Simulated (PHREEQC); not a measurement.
Consider water at 25 °C with 0.0015 mol/kgw NaH2PO4 and 0.04 mol/kgw H2SO4. It is in equilibrium with CO2 at log p = -2 (atm). Otherwise closed; pH follows from the charge balance.

All values are PHREEQC results (ion-association model, phreeqc.dat), not measurements.

```tsv
quantity	before	after
pH	1.36	1.98
ionic strength (mol/kgw)	0.0650	0.0180
HSO4- (mol/kgw)	0.0276	0.00329
SO4-2 (mol/kgw)	0.0124	0.00469
HCO3- (mol/kgw)	4.30e-9	1.62e-8
```

Task: Which change was made?
A. H2SO4 from 0.04 to 0.008 mol/kgw
B. NaH2PO4 from 0.0015 to 0.0075 mol/kgw
C. diluted 2-fold with water
D. NaH2PO4 replaced by NaBr at the same molality

Result: A, H2SO4 from 0.04 to 0.008 mol/kgw

Precipitation was switched off in this run.
